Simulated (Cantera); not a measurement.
What does this Cantera script print?

```python
import numpy as np
import cantera as ct

gas_names = """
    AL ALCL ALCL2 ALCL3 ALH ALN AL2 AL2CL6 CL CL2 H HCL H2 N NH NH2 NH3 N2 N2H2 N2H4
""".split()
cond_names = """
    AL(cr) AL(L) ALCL3(s) ALCL3(L) ALN(s) NH4CL(a) NH4CL(b)
""".split()


# ... load() reads the species with a 1 bar reference pressure and builds the phases ...
atoms = {
    'AlCl3': {'AL': 1, 'CL': 3},
    'N2': {'N': 2},
    'H2': {'H': 2},
}
top_T = {'ALN(s)': 2750}  # K; cautious upper limits of use, not melting points


# ... equilibrate(T, P, feed) seeds the gas with the atoms and calls Mixture.equilibrate('TP', solver="vcs", rtol=1e-11, max_steps=5000) ...
results = []
feed = {'AlCl3': 1, 'N2': 17, 'H2': 990}  # mol
P = 2000  # Pa
for T in [1448, 1473, 1498, 1523, 1548, 1573, 1598, 1623]:
    mix = equilibrate(T, P, feed)
    results.append((T, P, feed, dict(zip(mix.species_names, mix.species_moles))))
    x = sorted(zip(gas.X, gas.species_names), reverse=True)
    print(f"T = {T:g} K  P = {P:g} Pa  gas = {mix.phase_moles(0):.4g} mol")
    print("   x: " + "  ".join(f"{s} {v:.3e}" for v, s in x if v > 1e-06))
    print("   condensed (mol): " + ("  ".join(f"{mix.phase(i).name} {mix.phase_moles(i):.4g}"
          for i in range(1, mix.n_phases) if mix.phase_moles(i) > 1e-12) or "none"))
```

Output:

```
T = 1448 K  P = 2000 Pa  gas = 1008 mol
   x: H2 9.805e-01  N2 1.650e-02  HCL 2.691e-03  ALCL 2.586e-04  H 6.454e-05  ALCL2 8.688e-06  ALCL3 2.780e-06
   condensed (mol): ALN(s) 0.7277
T = 1473 K  P = 2000 Pa  gas = 1008 mol
   x: H2 9.804e-01  N2 1.657e-02  HCL 2.547e-03  ALCL 3.995e-04  H 8.857e-05  ALCL2 1.054e-05  ALCL3 2.397e-06
   condensed (mol): ALN(s) 0.584
T = 1498 K  P = 2000 Pa  gas = 1009 mol
   x: H2 9.803e-01  N2 1.666e-02  HCL 2.353e-03  ALCL 5.916e-04  H 1.203e-04  ALCL2 1.204e-05  ALCL3 1.918e-06
   condensed (mol): ALN(s) 0.389
T = 1523 K  P = 2000 Pa  gas = 1009 mol
   x: H2 9.801e-01  N2 1.678e-02  HCL 2.108e-03  ALCL 8.358e-04  H 1.618e-04  ALCL2 1.279e-05  ALCL3 1.399e-06
   condensed (mol): ALN(s) 0.142
T = 1548 K  P = 2000 Pa  gas = 1009 mol
   x: H2 9.800e-01  N2 1.685e-02  HCL 1.969e-03  ALCL 9.775e-04  H 2.155e-04  ALCL2 1.181e-05
   condensed (mol): none
T = 1573 K  P = 2000 Pa  gas = 1009 mol
   x: H2 9.799e-01  N2 1.685e-02  HCL 1.971e-03  ALCL 9.792e-04  H 2.846e-04  ALCL2 1.006e-05
   condensed (mol): none
T = 1598 K  P = 2000 Pa  gas = 1009 mol
   x: H2 9.798e-01  N2 1.685e-02  HCL 1.973e-03  ALCL 9.804e-04  H 3.726e-04  ALCL2 8.604e-06  AL 1.333e-06
   condensed (mol): none
T = 1623 K  P = 2000 Pa  gas = 1009 mol
   x: H2 9.797e-01  N2 1.684e-02  HCL 1.975e-03  ALCL 9.811e-04  H 4.837e-04  ALCL2 7.394e-06  AL 1.862e-06
   condensed (mol): none
```

Cantera equilibrium calculation (NASA polynomials, part measured and part estimated; ideal gas, pure solids and liquids). The tables' values for AlCl2 are old estimates; treat these amounts as uncertain.
